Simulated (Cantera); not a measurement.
**Ignition delay**

Mixture: CO : H₂ : CH₄ : O₂ : N₂ = 1 : 0.17 : 0.6 : 1.49 : 5.59 (molar parts), at 0.987 atm, adiabatic and at constant volume. Ignition delay is the time to a rise of 400 K.

Model: GRI-Mech 3.0 (53 species, 325 reactions), integrated in Cantera.

| T0 (K) | delay (ms) |
|---|---|
| 1048 | 21.1 |
| 1123 | 10.3 |
| 1198 | 4.92 |
| 1273 | 2.38 |
| 1348 | 1.20 |
| 1423 | 0.646 |
| 1498 | 0.372 |
| 1573 | 0.228 |
| 1648 | 0.147 |

```
Quantity                                                 Value
--------------------------------------------------  ----------
apparent activation energy between 1498 and 1648 K  130 kJ/mol
```
